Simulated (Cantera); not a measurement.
An adiabatic, constant-volume homogeneous reactor starts with C3H8 : O2 : N2 = 1 : 10 : 37.6 (molar parts), equivalence ratio 0.50, at 1525 K and 0.400 bar.

Cantera simulation using GRI-Mech 3.0 (53 species, 325 reactions); the numbers are that mechanism's predictions, not measurements. GRI-Mech 3.0 was tuned for natural gas; its chemistry of propane as a main component is partial and can be far from experiment.

Question: Predict: time of steepest temperature rise; temperature at 0.100 s; equilibrium temperature; x(O2) at 0.100 s; x(NO) at 0.100 s; x(H2O2) at 0.100 s; x(HCO) at 0.100 s; x(NO2) at 0.100 s.

Answer: time of steepest temperature rise: 0.104 ms
temperature at 0.100 s: 2574 K
equilibrium temperature: 2574 K
x(O2) at 0.100 s: 0.0908 (gas-phase equilibrium 0.0908)
x(NO) at 0.100 s: 0.0167 (gas-phase equilibrium 0.0167)
x(H2O2) at 0.100 s: 1.44e-7 (gas-phase equilibrium 1.44e-7)
x(HCO) at 0.100 s: 1.89e-9 (gas-phase equilibrium 1.89e-9)
x(NO2) at 0.100 s: 7.54e-6 (gas-phase equilibrium 7.54e-6)
